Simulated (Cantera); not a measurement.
An adiabatic, constant-volume homogeneous reactor starts with CO : H2 : CH4 : O2 : N2 = 1 : 0.031 : 0.51 : 1.71 : 6.48 (molar parts), equivalence ratio 0.90, at 1475 K and 15.8 atm.

Cantera simulation using GRI-Mech 3.0 (53 species, 325 reactions); the numbers are that mechanism's predictions, not measurements. The pressure lies above the range GRI-Mech 3.0 was tuned for (to about 10 atm). Above 3000 K some thermodynamic fits are extrapolated.

**Question.** Predict: time of steepest temperature rise; temperature at 0.100 s; equilibrium temperature; x(CO) at 0.100 s; x(H2) at 0.100 s; x(HCN) at 0.100 s.

**Answer.** 
```
Property                                                            Result
---------------------------------  ---------------------------------------
time of steepest temperature rise                                 0.111 ms
temperature at 0.100 s                                              3079 K
equilibrium temperature                                             3079 K
x(CO) at 0.100 s                     0.0485 (gas-phase equilibrium 0.0485)
x(H2) at 0.100 s                   0.00557 (gas-phase equilibrium 0.00557)
x(HCN) at 0.100 s                  1.17e-8 (gas-phase equilibrium 1.17e-8)
```
